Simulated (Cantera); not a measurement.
## Premixed flame

A freely propagating, adiabatic, planar premixed flame of 21.2 % H₂, 16.5 % O₂, 62.3 % N₂, equivalence ratio 0.64, unburnt at 700 K and 0.132 atm; mixture-averaged transport, grid criteria slope 0.08 and curve 0.16, no radiation.

Computed with Cantera and the H2/O2 subset of GRI-Mech 3.0, which has no nitrogen chemistry. Burning velocities carry a grid error of a few per cent, more on coarse grids. Lean hydrogen flames are cellular in practice and burn faster than this planar one.

```
z (mm)  T (K)  u (m/s)    x H₂    x O₂      x OH   x H₂O₂    x HO₂     x H₂O
------  -----  -------  ------  ------  --------  -------  -------  --------
-21.8     700     6.75   0.212   0.165     <1e-8    <1e-8    <1e-8     <1e-8
-14.6     700     6.75   0.212   0.165     <1e-8    <1e-8    <1e-8     <1e-8
-10.9     700     6.75   0.212   0.165     <1e-8    <1e-8    <1e-8     <1e-8
-7.28     700     6.75   0.212   0.165     <1e-8    <1e-8  5.71e-7   1.19e-7
-3.64     705     6.80   0.211   0.165   1.82e-5  2.31e-7  3.69e-5  0.000408
-1.82     784     7.50   0.193   0.162  0.000264  3.48e-7  3.03e-5   0.00929
0        1086     10.1  0.0912   0.125   0.00309  9.13e-7  1.72e-5    0.0859
1.82     1339     12.3  0.0250  0.0810   0.00752  1.01e-6  9.54e-6     0.160
3.64     1458     13.3  0.0212  0.0751   0.00967  7.50e-7  7.48e-6     0.171
7.28     1593     14.4  0.0204  0.0721    0.0121  4.41e-7  5.86e-6     0.179
14.6     1735     15.6  0.0184  0.0696    0.0143  2.31e-7  4.46e-6     0.188
29.1     1874     16.6  0.0151  0.0675    0.0154  1.25e-7  3.24e-6     0.198
58.3     1999     17.6  0.0109  0.0661    0.0150  7.57e-8  2.29e-6     0.208
```
x: mole fraction of selected species; z is measured from the peak of heat release.

| Item | Value |
|---|---|
| laminar burning velocity | 675 cm/s |
| thermal thickness | 7.28 mm |
| peak x(OH) | 0.0155 |
| peak x(H₂O₂) | 1.14e-6 |
| peak x(HO₂) | 3.72e-5 |
| grid points | 124 |
